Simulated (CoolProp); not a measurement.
p-xylene along the isobar 4.89 MPa: density (kg/m³) from the reference equation and from simpler models built on Tc = 616.2 K, pc = 3.532 MPa, ω = 0.324; each cubic takes its own stable root.

Model: reference Helmholtz-energy equation of state, Zhou 2012, in CoolProp.

```tsv
T (K)	phase	reference
397	liquid	774.0
428.9	liquid	744.0
460.7	liquid	712.1
492.6	liquid	677.5
524.4	liquid	639.1
556.3	liquid	594.3
588.1	liquid	538.0
620	supercritical	451.1
```

**Question.** How far does each simpler model (van der Waals, Redlich-Kwong, Soave-Redlich-Kwong) lie from the reference over these 8 states: mean and median of the absolute difference, and the worst?

**Answer.** 
- van der Waals: mean 39.2 %, median 40.1 %, worst -41.6 % at 397 K and 4.89 MPa
- Redlich-Kwong: mean 17.9 %, median 17.6 %, worst -20.5 % at 620 K and 4.89 MPa
- Soave-Redlich-Kwong: mean 14.9 %, median 13.6 %, worst -21.1 % at 620 K and 4.89 MPa
